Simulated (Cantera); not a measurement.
Feed: 1 mol AlN, 0.69 mol H2, equilibrated at 1.33 mbar.

Equilibrium computed with Cantera from the NASA thermochemical tables; the gas is ideal and each condensed phase is pure. Candidate condensed phases: Al, AlN; 13 gas species. Equilibrium is a limit: real reactors are often held back by kinetics, nucleation or transport. All values below are at 1950 K.

Base state: H2 0.421, Al 0.369, N2 0.186, H 0.0204, AlH 0.00274, Al2 7.25e-5 (mole fractions); condensed: AlN(s).

Q: What changes in the equilibrium state with this change: 0.041 mol O2 added?

A: 
| species | before | after |
|---|---|---|
| H2 | 0.421 | 0.374 |
| Al | 0.369 | 0.341 |
| N2 | 0.186 | 0.218 |
| Al2O | 0 | 0.0457 |
| H | 0.0204 | 0.0192 |
| AlOH | 0 | 1.80e-5 |
| Al2 | 7.25e-5 | 6.20e-5 |
| AlN(s), mol | 0.407 | 0.219 |
The tables' values for AlOH are old estimates; treat these amounts as uncertain. Further candidate phases: Al2O3, H2O.
